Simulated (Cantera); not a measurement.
An adiabatic, constant-pressure homogeneous reactor starts with CH₄ : O₂ : N₂ = 1 : 3.17 : 16.8 (molar parts), at 1650 K and 7500 Torr.

Model: GRI-Mech 3.0 (53 species, 325 reactions), integrated in Cantera.

One state of this run: T (K) = 2546; x CH₄ = <1e-12; x O₂ = 0.0493; x N₂O = 2.14e-6; x H₂O₂ = 4.95e-7; x OH = 0.00623; x H₂O = 0.0907. x: mole fraction; the columns are a selection and need not sum to one.

**Question.** Which value of t (s) does it belong to?
A. 0.200
B. 2.00e-6
C. 2.85e-5
D. 1.18e-5

**Answer.** A, 0.200
